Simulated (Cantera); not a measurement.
An adiabatic, constant-volume homogeneous reactor starts with H₂ : O₂ : N₂ = 1 : 0.25 : 0.94 (molar parts), equivalence ratio 2.0, at 1173 K and 330 Torr.

Cantera simulation using the H2/O2 subset of GRI-Mech 3.0, which has no nitrogen chemistry; the numbers are that mechanism's predictions, not measurements.

One state of this run: T (K) = 2333; P (bar) = 0.823; x H₂ = 0.214; x O₂ = 0.00181; x H₂O₂ = 1.02e-7; x H₂O = 0.220; x HO₂ = 8.66e-7; x OH = 0.0152; x H = 0.0879. x: mole fraction; the columns are a selection and need not sum to one.

Question: Which value of t (s) does it belong to?
A) 1.25e-5
B) 0.00123
C) 0.0480
D) 0.000196

Answer: D, 0.000196
